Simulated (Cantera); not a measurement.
A Cantera script and what it prints.

```python
import numpy as np
import cantera as ct

gas_names = """
    C CH CH2 CH3 CH2OH CH3O CH4 CH3OH CO COS CO2 COOH CS CS2 C2 C2H CHCO,ketyl C2H2,acetylene
    C2H2,vinylidene CH2CO,ketene C2H3,vinyl CH3CO,acetyl C2H4 C2H4O,ethylen CH3CHO,ethanal CH3COOH
    (HCOOH)2 C2H5 C2H6 CH3OCH3 C2H5OH C2O C3 C3H3,propargyl C3H4,allene C3H4,propyne C3H4,cyclo-
    C3H5,allyl C3H6,propylene C3H6,cyclo- C3H6O C3H7,n-propyl C3H7,i-propyl C3H8 C3H8O,1propanol
    C3H8O,2propanol C3O2 C4 C4H2 C4H4,1,3-cyclo- C4H6,butadiene C4H6,2-butyne C4H6,cyclo- C4H8,1-butene
    C4H8,cis2-buten C4H8,tr2-butene C4H8,isobutene C4H8,cyclo- (CH3COOH)2 C4H9,n-butyl C4H9,i-butyl
    C4H9,s-butyl C4H9,t-butyl C4H10,isobutane C4H10,n-butane C5 C5H6,1,3cyclo- C5H8,cyclo-
    C5H10,1-pentene C5H10,cyclo- C5H11,pentyl C5H11,t-pentyl C5H12,n-pentane C5H12,i-pentane
    CH3C(CH3)2CH3 C6H2 C6H5,phenyl C6H5O,phenoxy C6H6 C6H5OH,phenol C6H10,cyclo- C6H12,1-hexene
    C6H12,cyclo- C6H13,n-hexyl C7H7,benzyl C7H8 C7H8O,cresol C7H14,1-heptene C7H15,n-heptyl
    C7H16,n-heptane C8H8,styrene C8H10,ethylbenz C8H16,1-octene C8H17,n-octyl C8H18,isooctane
    C8H18,n-octane C9H19,n-nonyl C10H8,naphthale C10H21,n-decyl C12H9,o-bipheny C12H10,bipheny H HCO HO2
    H2 HCHO,formaldehy HCOOH H2O H2O2 H2S H2SO4 O OH O2 O3 S SH SO SO2 SO3 S2 S2O S8
""".split()
cond_names = """
    C(gr) C6H6(L) C7H8(L) C8H18(L),n-octa H2O(s) H2O(L) H2SO4(L) S(cr1) S(cr2) S(L)
""".split()


def load(file, names, dense=False):
    # The tables refer to 1 bar. Condensed volumes are neglected.
    table = {s.name: s for s in ct.Species.list_from_file(file)}
    out = []
    for n in names:
        d = dict(table[n].input_data)
        d["thermo"] = dict(d["thermo"], **{"reference-pressure": 1e5})
        if dense:
            d["equation-of-state"] = {"model": "constant-volume", "density": "1e6 g/cm^3"}
        out.append(ct.Species.from_dict(d))
    return out


gas = ct.Solution(thermo="ideal-gas", species=load("nasa_gas.yaml", gas_names))
cond = {s.name: ct.Solution(thermo="fixed-stoichiometry", species=[s], name=s.name)
        for s in load("nasa_condensed.yaml", cond_names, dense=True)}
atoms = {
    'CO2': {'C': 1, 'O': 2},
    'SO2': {'S': 1, 'O': 2},
    'H2': {'H': 2},
}
top_T = {'C(gr)': 4500}  # K; cautious upper limits of use, not melting points


def equilibrate(T, P, feed):
    n = {}
    for name, mol in feed.items():
        for a, k in atoms[name].items():
            n[a] = n.get(a, 0.0) + k * mol
    gas.TPX = T, P, n
    mass = sum(n.values()) * gas.mean_molecular_weight
    gas.equilibrate("TP")
    valid = [c for c in cond.values() if c.min_temp <= T <= top_T.get(c.name, c.max_temp)]
    mix = ct.Mixture([(gas, mass / gas.mean_molecular_weight)] + [(c, 0.0) for c in valid])
    mix.T, mix.P = T, P
    mix.equilibrate("TP", solver="vcs", rtol=1e-11, max_steps=5000)
    return mix


results = []
feed = {'CO2': 1, 'SO2': 0.0074, 'H2': 1.4}  # mol
T = 1848.15  # K
for P in [10, 65, 420, 2700, 17000, 110000, 720000, 4700000, 30000000]:
    mix = equilibrate(T, P, feed)
    results.append((T, P, feed, dict(zip(mix.species_names, mix.species_moles))))
    x = sorted(zip(gas.X, gas.species_names), reverse=True)
    print(f"T = {T:g} K  P = {P:g} Pa  gas = {mix.phase_moles(0):.4g} mol")
    print("   x: " + "  ".join(f"{s} {v:.3e}" for v, s in x if v > 1e-06))
    print("   condensed (mol): " + ("  ".join(f"{mix.phase(i).name} {mix.phase_moles(i):.4g}"
          for i in range(1, mix.n_phases) if mix.phase_moles(i) > 1e-12) or "none"))
```

It prints:

```
T = 1848.15 K  P = 10 Pa  gas = 2.443 mol
   x: CO 3.121e-01  H2O 3.101e-01  H2 2.484e-01  CO2 9.720e-02  H 2.645e-02  OH 2.431e-03  SO2 2.209e-03  SO 7.104e-04  O 1.975e-04  O2 1.084e-04  S 8.630e-05  SH 1.967e-05  H2S 1.825e-06
   condensed (mol): none
T = 1848.15 K  P = 65 Pa  gas = 2.421 mol
   x: H2O 3.159e-01  CO 3.159e-01  H2 2.565e-01  CO2 9.707e-02  H 1.054e-02  SO2 2.183e-03  OH 9.558e-04  SO 7.117e-04  S 8.765e-05  SH 5.177e-05  O 2.997e-05  O2 1.623e-05  H2S 1.244e-05  S2 4.244e-06
   condensed (mol): none
T = 1848.15 K  P = 420 Pa  gas = 2.412 mol
   x: H2O 3.184e-01  CO 3.174e-01  H2 2.595e-01  CO2 9.711e-02  H 4.173e-03  SO2 2.055e-03  SO 6.728e-04  OH 3.766e-04  SH 1.257e-04  S 8.321e-05  H2S 7.725e-05  S2 2.471e-05  O 4.619e-06  COS 3.336e-06  O2 2.491e-06
   condensed (mol): none
T = 1848.15 K  P = 2700 Pa  gas = 2.408 mol
   x: H2O 3.200e-01  CO 3.177e-01  H2 2.600e-01  CO2 9.753e-02  H 1.647e-03  SO2 1.623e-03  SO 5.297e-04  H2S 3.904e-04  SH 2.503e-04  OH 1.492e-04  S2 9.784e-05  S 6.530e-05  COS 1.685e-05
   condensed (mol): none
T = 1848.15 K  P = 17000 Pa  gas = 2.404 mol
   x: H2O 3.217e-01  CO 3.175e-01  H2 2.589e-01  CO2 9.839e-02  H2S 1.242e-03  SO2 8.399e-04  H 6.550e-04  SH 3.179e-04  SO 2.714e-04  S2 1.586e-04  OH 5.989e-05  COS 5.378e-05  S 3.314e-05  S2O 1.236e-06
   condensed (mol): none
T = 1848.15 K  P = 110000 Pa  gas = 2.402 mol
   x: H2O 3.228e-01  CO 3.172e-01  H2 2.576e-01  CO2 9.914e-02  H2S 2.261e-03  H 2.569e-04  SO2 2.415e-04  SH 2.281e-04  COS 9.829e-05  S2 8.206e-05  SO 7.740e-05  OH 2.369e-05  S 9.369e-06
   condensed (mol): none
T = 1848.15 K  P = 720000 Pa  gas = 2.4 mol
   x: H2O 3.232e-01  CO 3.171e-01  H2 2.571e-01  CO2 9.941e-02  H2S 2.755e-03  COS 1.199e-04  SH 1.087e-04  H 1.003e-04  SO2 4.532e-05  S2 1.868e-05  SO 1.448e-05  OH 9.279e-06  S 1.747e-06
   condensed (mol): none
T = 1848.15 K  P = 4.7e+06 Pa  gas = 2.4 mol
   x: H2O 3.233e-01  CO 3.170e-01  H2 2.570e-01  CO2 9.947e-02  H2S 2.896e-03  COS 1.261e-04  SH 4.475e-05  H 3.926e-05  SO2 7.311e-06  CH4 5.473e-06  OH 3.634e-06  S2 3.165e-06  SO 2.334e-06  HCOOH 1.972e-06  HCHO,formaldehy 1.594e-06
   condensed (mol): none
T = 1848.15 K  P = 3e+07 Pa  gas = 2.399 mol
   x: H2O 3.236e-01  CO 3.168e-01  H2 2.566e-01  CO2 9.965e-02  H2S 2.936e-03  CH4 2.216e-04  COS 1.280e-04  SH 1.797e-05  H 1.552e-05  HCOOH 1.259e-05  HCHO,formaldehy 1.015e-05  OH 1.441e-06  SO2 1.169e-06
   condensed (mol): none
```

Method: chemical equilibrium by Gibbs-energy minimisation in Cantera with the NASA 1993 tables (ideal gas, pure condensed phases). The ideal-gas law is rough above about 30 bar.
